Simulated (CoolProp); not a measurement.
Vapour-liquid equilibrium of R125 (1) + R134a (2) at -80.65 °C; x and y are mole fractions of (1).

Model: multi-fluid Helmholtz-energy mixture model, Lemmon 2005 and Tillner-Roth 1994; pair parameters Lemmon 2004, in CoolProp.

Problem. Give the bubble pressure and the first vapour's composition at x = 0.2, 0.35, 0.8. Is there an azeotrope?

Solution. x = 0.2: 5.763 kPa, y = 0.516; x = 0.35: 7.492 kPa, y = 0.697; x = 0.8: 12.55 kPa, y = 0.943. No azeotrope shows between x = 0.05 and 0.95.

Pair parameters are fitted to limited data, so mixtures are less certain than the pure fluids.
